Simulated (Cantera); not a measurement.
Mixture: CH₄ : O₂ : N₂ = 1 : 1.54 : 5.78 (molar parts), at 15.0 bar, adiabatic and at constant volume. Ignition delay is the time to a rise of 400 K.

Computed with Cantera and GRI-Mech 3.0 (53 species, 325 reactions). The pressure lies above the range GRI-Mech 3.0 was tuned for (to about 10 atm).

Problem. What does this change do: pressure from 15.0 bar to 5.00 bar?

Solution. 
```tsv
quantity	before	after
delay at 1075 K	17.1 ms	61.7 ms
delay at 1225 K	2.39 ms	7.86 ms
delay at 1375 K	0.457 ms	1.31 ms
delay at 1525 K	0.106 ms	0.272 ms
delay at 1675 K	28.8 µs	69.6 µs
apparent activation energy between 1525 and 1675 K	180 kJ/mol	190 kJ/mol
```

Problem. What does this change do: pressure from 15.0 bar to 1.01 bar?

Solution. 
| quantity | before | after |
|---|---|---|
| delay at 1075 K | 17.1 ms | 0.339 s |
| delay at 1225 K | 2.39 ms | 34.7 ms |
| delay at 1375 K | 0.457 ms | 4.91 ms |
| delay at 1525 K | 0.106 ms | 0.941 ms |
| delay at 1675 K | 28.8 µs | 0.252 ms |
| apparent activation energy between 1525 and 1675 K | 180 kJ/mol | 190 kJ/mol |
